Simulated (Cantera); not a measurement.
A perfectly stirred reactor is fed with H2 : O2 : N2 = 1.6 : 1 : 0.97 (molar parts), equivalence ratio 0.80, at 47000 Pa; it is held at 1173 K, and followed from long to short residence time.

Computed with Cantera and the H2/O2 subset of GRI-Mech 3.0, which has no nitrogen chemistry. The temperature is held fixed by assumption; the heat of reaction is taken as removed at once.

### Question
What does this change do: pressure from 47000 Pa to 100000 Pa?

### Answer
| quantity | before | after |
|---|---|---|
| x(H2) at τ = 0.400 s | 0.00133 | 0.00457 |
| x(O2) at τ = 0.400 s | 0.0727 | 0.0743 |
| x(OH) at τ = 0.400 s | 0.000146 | 1.72e-5 |
| x(O) at τ = 0.400 s | 1.83e-5 | 3.56e-6 |
| x(H) at τ = 0.400 s | 1.35e-5 | 3.52e-6 |
| x(H2) at τ = 6.70 ms | 0.0122 | 0.0288 |
| x(O2) at τ = 6.70 ms | 0.0775 | 0.0853 |
| x(OH) at τ = 6.70 ms | 0.000883 | 0.000143 |
| x(O) at τ = 6.70 ms | 0.000421 | 7.65e-5 |
| x(H) at τ = 6.70 ms | 0.000729 | 0.000150 |

### Question
What does this change do: pressure from 47000 Pa to 27000 Pa?

### Answer
| quantity | before | after |
|---|---|---|
| x(H2) at τ = 0.400 s | 0.00133 | 0.00110 |
| x(O2) at τ = 0.400 s | 0.0727 | 0.0726 |
| x(OH) at τ = 0.400 s | 0.000146 | 0.000364 |
| x(O) at τ = 0.400 s | 1.83e-5 | 5.61e-5 |
| x(H) at τ = 0.400 s | 1.35e-5 | 3.97e-5 |
| x(H2) at τ = 6.70 ms | 0.0122 | 0.0131 |
| x(O2) at τ = 6.70 ms | 0.0775 | 0.0777 |
| x(OH) at τ = 6.70 ms | 0.000883 | 0.00166 |
| x(O) at τ = 6.70 ms | 0.000421 | 0.000977 |
| x(H) at τ = 6.70 ms | 0.000729 | 0.00215 |
